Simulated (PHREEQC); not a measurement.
A solution holds 0.058 mol/kgw HCl, 0.0004 mol/kgw NiSO4 and 0.00096 mol/kgw KCl, at 25 °C. Closed to the air; pH follows from the charge balance.

Equilibrium calculation in PHREEQC: ion-association model, wateq4f.dat.

```json
{
 "pH": "1.31",
 "ionic_strength": "0.0599 mol/kgw",
 "total_alkalinity": "-58.0 meq/kg"
}
```

```json
[
 {"species": "Cl-", "molality": "0.0589", "activity": "0.0472", "log γ": "-0.097"},
 {"species": "H+", "molality": "0.0577", "activity": "0.0488", "log γ": "-0.072"},
 {"species": "K+", "molality": "0.000960", "activity": "0.000768", "log γ": "-0.097"},
 {"species": "Ni+2", "molality": "0.000372", "activity": "0.000161", "log γ": "-0.365"},
 {"species": "HSO4-", "molality": "0.000287", "activity": "0.000232", "log γ": "-0.092"},
 {"species": "SO4-2", "molality": "0.000112", "activity": "4.89e-5", "log γ": "-0.359"},
 {"species": "NiCl+", "molality": "2.35e-5", "activity": "1.90e-5", "log γ": "-0.091"},
 {"species": "NiCl2", "molality": "3.22e-6", "activity": "3.26e-6", "log γ": "0.006"},
 {"species": "NiSO4", "molality": "1.51e-6", "activity": "1.53e-6", "log γ": "0.006"},
 {"species": "KSO4-", "molality": "3.22e-7", "activity": "2.64e-7", "log γ": "-0.087"}
]
```

No solid was allowed to form.
